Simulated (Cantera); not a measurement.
A Cantera script and what it prints.

```python
import numpy as np
import cantera as ct

gas_names = [...]  # 115 gases of nasa_gas.yaml made of C, Ca, H, O
cond_names = """
    C(gr) C6H6(L) C7H8(L) C8H18(L),n-octa Ca(a) Ca(b) Ca(L) CaCO3(caL) CaO(s) CaO(L) CaO2H2(s) H2O(s)
    H2O(L)
""".split()


# ... load() reads the species with a 1 bar reference pressure and builds the phases ...
atoms = {
    'CaCO3': {'Ca': 1, 'C': 1, 'O': 3},
    'H2': {'H': 2},
}
top_T = {'C(gr)': 4500}  # K; cautious upper limits of use, not melting points


# ... equilibrate(T, P, feed) seeds the gas with the atoms and calls Mixture.equilibrate('TP', solver="vcs", rtol=1e-11, max_steps=5000) ...
results = []
feed = {'CaCO3': 1, 'H2': 6.4}  # mol
T = 1898  # K
P = 6400  # Pa
mix = equilibrate(T, P, feed)
results.append((T, P, feed, dict(zip(mix.species_names, mix.species_moles))))
x = sorted(zip(gas.X, gas.species_names), reverse=True)
print(f"T = {T:g} K  P = {P:g} Pa  gas = {mix.phase_moles(0):.4g} mol")
print("   x: " + "  ".join(f"{s} {v:.3e}" for v, s in x if v > 0.0001))
print("   condensed (mol): " + ("  ".join(f"{mix.phase(i).name} {mix.phase_moles(i):.4g}"
      for i in range(1, mix.n_phases) if mix.phase_moles(i) > 1e-12) or "none"))
```

It prints:

```
T = 1898 K  P = 6400 Pa  gas = 7.41 mol
   x: H2 7.329e-01  CO 1.295e-01  H2O 1.295e-01  CO2 5.445e-03  H 2.645e-03
   condensed (mol): CaO(s) 0.9999
```

These are equilibrium values from Cantera (NASA tables, ideal gas, pure condensed phases), not measurements of a reactor.
